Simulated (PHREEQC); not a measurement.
A column of 0.1 m (40 cells, dispersivity 0.0035 m, 3600 s a shift, diffusion coefficient 3e-10 m²/s) holds 0.0011 eq of the database's cation exchanger X per kg of pore water, first in equilibrium with 0.0019 mol/kgw KBr and 1e-05 mol/kgw HCl. It is flushed with 0.00062 mol MgSO4 and 1e-05 mol HCl per kg of water, at 15 °C. Values are for the last cell. CO2 from the air is kept out. Nothing may precipitate in this run.

Base run: PHREEQC, ion-association model, phreeqc.dat. Each further column changes one thing. The table gives K in solution (mol/kgw).

```tsv
pore volumes	base	exchange capacity from 0.0011 to 0.00055 eq/kgw	dispersivity from 0.0035 to 0.007 m
0	0.00190	0.00190	0.00190
0.3875	0.00190	0.00190	0.00190
0.7625	0.00177	0.00177	___
1.137	0.00142	0.00142	0.00144
1.512	0.00127	___	0.00130
1.887	0.000440	___	___
2.138	0.000102	___	0.000193
2.513	1.28e-5	1.77e-6	5.58e-5
2.888	1.66e-6	___	1.65e-5
3.263	2.17e-7	2.52e-8	4.92e-6
3.638	2.82e-8	___	1.47e-6
4.013	3.66e-9	3.29e-10	4.42e-7
```

### Question
Complete the blanks.

### Answer

- 0.7625, dispersivity from 0.0035 to 0.007 m: 0.00171
- 1.512, exchange capacity from 0.0011 to 0.00055 eq/kgw: 0.000360
- 1.887, exchange capacity from 0.0011 to 0.00055 eq/kgw: 5.27e-5
- 1.887, dispersivity from 0.0035 to 0.007 m: 0.000455
- 2.138, exchange capacity from 0.0011 to 0.00055 eq/kgw: 1.39e-5
- 2.888, exchange capacity from 0.0011 to 0.00055 eq/kgw: 2.14e-7
- 3.638, exchange capacity from 0.0011 to 0.00055 eq/kgw: 2.90e-9
